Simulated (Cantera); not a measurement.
An isothermal plug-flow reactor at 1075 K and 100000 Pa (inlet), inlet velocity 0.17 m/s, active area per volume 160 1/m; feed 0.794 % CH4, 12.1 % O2, 87.1 % N2.

Cantera simulation using Deutschmann's 1995 Pt surface mechanism with GRI-Mech 3.0 gas chemistry; the numbers are that mechanism's predictions, not measurements. Catalytic surfaces can have several steady states; this one follows from the mechanism file's or the stated starting coverage. Mass transfer to the wall is taken as infinitely fast.

x: gas mole fraction; θ: surface coverage.

| z (m) | x CH4 | x O2 | x H2O | x CO2 | x CO | θ free Pt | θ O* | θ OH* |
|---|---|---|---|---|---|---|---|---|
| 9.2e-05 | 0.00784 | 0.121 | 0.000201 | 9.53e-5 | 4.99e-6 | 0.270 | 0.730 | 0.000282 |
| 0.00016 | 0.00776 | 0.121 | 0.000348 | 0.000168 | 5.47e-6 | 0.270 | 0.730 | 0.000339 |
| 0.00029 | 0.00762 | 0.121 | 0.000625 | 0.000307 | 5.50e-6 | 0.270 | 0.730 | 0.000427 |
| 0.00052 | 0.00738 | 0.120 | 0.00110 | 0.000546 | 5.34e-6 | 0.270 | 0.730 | 0.000546 |
| 0.00092 | 0.00698 | 0.119 | … | … | 5.05e-6 | 0.270 | 0.729 | … |
| 0.0016 | 0.00634 | 0.118 | 0.00317 | 0.00157 | 4.60e-6 | 0.271 | 0.729 | 0.000895 |
| 0.0029 | 0.00527 | 0.116 | 0.00529 | 0.00263 | 3.86e-6 | 0.271 | 0.728 | 0.00115 |
| 0.0052 | … | 0.113 | … | … | … | 0.272 | 0.726 | … |
| 0.0092 | 0.00204 | 0.110 | 0.0116 | 0.00573 | 2.16e-6 | 0.274 | 0.725 | 0.00169 |

Problem. Complete the blanks.

Solution. 
- 0.00092, x H2O: 0.00190
- 0.00092, x CO2: 0.000944
- 0.00092, θ OH*: 0.000702
- 0.0052, x CH4: 0.00377
- 0.0052, x H2O: 0.00823
- 0.0052, x CO2: 0.00408
- 0.0052, x CO: 2.86e-6
- 0.0052, θ OH*: 0.00143
